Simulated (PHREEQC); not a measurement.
1 g of hydrous ferric oxide (600 m²/g; 0.2 weak and 0.005 strong sites per Fe, Dzombak-Morel constants, diffuse double layer) in 1 kg of water with 0.1 mol/kgw of an inert sodium salt, at 25 °C; the pH is set by adding NaOH or the inert anion's acid. Oxygen alone is held at its pressure in air (log pO2 = -0.68). No CO2 enters from the air. No solid was allowed to form.

Base run: PHREEQC, ion-association model, wateq4f.dat. Each further column changes one thing. The table gives surface charge σ (C/m²).

```tsv
pH	base	background salt from 0.1 to 0.01 mol/kgw	oxide from 1 to 5 g/kgw	0.0052 mol/kgw ZnCl2 added
4	0.321	0.219	0.322	0.326
4.5	0.273	0.162	0.274	(withheld)
5	0.215	0.114	0.216	0.224
5.5	0.159	(withheld)	0.160	0.172
6	0.111	(withheld)	0.112	0.142
6.5	0.074	0.030	0.074	0.145
7	0.045	0.017	0.045	(withheld)
7.5	0.022	0.008	0.022	0.159
8	0.004	0.001	0.004	0.158
8.5	-0.014	-0.005	-0.014	0.145
9	-0.034	(withheld)	-0.034	0.109
9.5	-0.060	-0.024	-0.060	0.067
10	-0.094	-0.041	-0.094	0.034
```

**Question.** What belongs in the gaps?

**Answer.** 
- 4.5, 0.0052 mol/kgw ZnCl2 added: 0.280
- 5.5, background salt from 0.1 to 0.01 mol/kgw: 0.077
- 6, background salt from 0.1 to 0.01 mol/kgw: 0.050
- 7, 0.0052 mol/kgw ZnCl2 added: 0.154
- 9, background salt from 0.1 to 0.01 mol/kgw: -0.013

 In at least one series the solution becomes supersaturated in solids that the run did not let form, among them Zn(OH)2-e, Zn5(OH)8Cl2.
